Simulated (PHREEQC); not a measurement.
Solution (25 °C): 0.42 mol H2SO4, 0.037 mol Na2SO4 and 0.0006 mol H4SiO4 per kg of water. Closed to the air; pH follows from the charge balance.

The numbers come from PHREEQC with the Pitzer model, pitzer.dat.

Each row changes one thing in this solution. No solid was allowed to form.

| case | pH | ionic strength (mol/kgw) | HSO4- (mol/kgw) | SO4-2 (mol/kgw) | SI of Mirabilite (Na2SO4:10H2O) | SI of Thenardite (Na2SO4) |
|---|---|---|---|---|---|---|
| as made | 0.41 | 0.669 | 0.351 | 0.106 | -3.51 | -4.38 |
| Na2SO4 from 0.037 to 0.185 mol/kgw | 0.51 | 0.946 | 0.434 | 0.171 | -2.04 | -2.88 |
| H4SiO4 from 0.0006 to 0.00066 mol/kgw | 0.41 | 0.669 | 0.351 | 0.106 | -3.51 | -4.38 |
| H4SiO4 left out | 0.41 | 0.669 | 0.351 | 0.106 | -3.51 | -4.38 |
| temperature from 25 to 90 °C | 0.49 | 0.505 | 0.433 | 0.0241 | -5.81 | -4.80 |
| Na2SO4 from 0.037 to 0.0333 mol/kgw | 0.41 | 0.663 | 0.349 | 0.105 | -3.61 | -4.47 |
| diluted 10-fold with water | 1.36 | 0.0795 | 0.0288 | 0.0169 | -5.48 | -6.41 |
| H2SO4 from 0.42 to 0.21 mol/kgw | 0.75 | 0.376 | 0.182 | 0.0647 | -3.44 | -4.34 |

Constants without temperature data keep their 25 °C values here.
